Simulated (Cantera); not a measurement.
Feed: 1 mol CuO, 1.3 mol C, 2.4 mol H2, equilibrated at 3.70 mbar.

Method: chemical equilibrium by Gibbs-energy minimisation in Cantera with the NASA 1993 tables (ideal gas, pure condensed phases). Candidate condensed phases: C, C6H6, C7H8, C8H18, Cu, CuO, Cu(OH)2, Cu2O, H2O; 113 gas species. Equilibrium is a limit: real reactors are often held back by kinetics, nucleation or transport. All values below are at 1823 K.

Base state: H2 0.567, CO 0.237, Cu 0.190, H 0.00536, Cu2 0.000402, C2H2 (acetylene) 0.000120 (mole fractions); condensed: C(graphite) + Cu(l).

What changes in the equilibrium state with this change: CuO replaced by TiO2?


```
species             before    after
----------------  --------  -------
H2                   0.567    0.671
CO                   0.237    0.323
H                  0.00536  0.00584
Cu                   0.190        0
Cu2               0.000402        0
C2H2 (acetylene)  0.000120  3.59e-9
H2O                1.27e-7  4.06e-5
C(graphite), mol     0.299        0
Cu(l), mol           0.195        0
TiC(s), mol              0    0.150
TiO(s), mol              0    0.850
```
Mutual solubility and eutectic melting of coexisting phases are not modelled. TiC, TiO: taken at fixed stoichiometry. Condensed phases not in the tables: solid solutions among these carbides, nitrides and lower oxides. Further candidate phases: Ti, TiC, TiO, TiO2, Ti2O3, Ti3O5, Ti4O7.
